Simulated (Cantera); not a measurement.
Charge: 1 mol B₂O₃, 26 mol H₂, a varied amount of N₂, held at 1300 K and 0.440 bar.

These are equilibrium values from Cantera (NASA tables, ideal gas, pure condensed phases), not measurements of a reactor. Candidate condensed phases: B, BN, B₂O₃, B₃O₃H₃, H₂O; 39 gas species. N₂ is the only nitrogen source here; it is nearly inert below about 1500 K, so the nitride shown seldom forms there in practice. Mutual solubility and eutectic melting of coexisting phases are not modelled. Gases not in the tables: H₃BO₃. The numbers say what is thermodynamically allowed, not how fast it happens.

log p: log10 of the partial pressure in bar; n: condensed amount in mol.

```tsv
n(N₂) (mol)	log p H₂	log p N₂	log p H₂O	log p HBO₂	n BN(s)	n B₂O₃(l)
0.4	-0.36	-2.19	-3.16	-4.09	?	0.983
0.66	-0.37	-1.97	-3.10	-4.06	?	0.980
1.1	-0.38	-1.76	-3.03	-4.03	?	0.977
1.8	-0.39	-1.55	-2.97	-4.00	?	0.973
3	-0.40	-1.35	-2.92	-3.97	?	0.969
4.9	-0.43	-1.16	-2.89	-3.96	?	0.964
8.1	-0.48	-0.98	-2.87	-3.95	?	0.959
13	-0.53	-0.83	-2.88	-3.95	?	0.955
22	-0.62	-0.70	-2.93	-3.97	?	0.949
37	-0.74	-0.59	-3.01	-4.02	0.0980	0.944
61	-0.88	-0.51	-3.12	-4.07	0.105	0.939
100	-1.04	-0.46	-3.27	-4.15	0.110	0.934
170	-1.24	-0.42	-3.45	-4.23	0.115	0.929
```

Question: Fill in the missing entries.

Answer: 
- 0.4, n BN(s): 0.0289
- 0.66, n BN(s): 0.0340
- 1.1, n BN(s): 0.0401
- 1.8, n BN(s): 0.0468
- 3, n BN(s): 0.0546
- 4.9, n BN(s): 0.0630
- 8.1, n BN(s): 0.0720
- 13, n BN(s): 0.0807
- 22, n BN(s): 0.0899
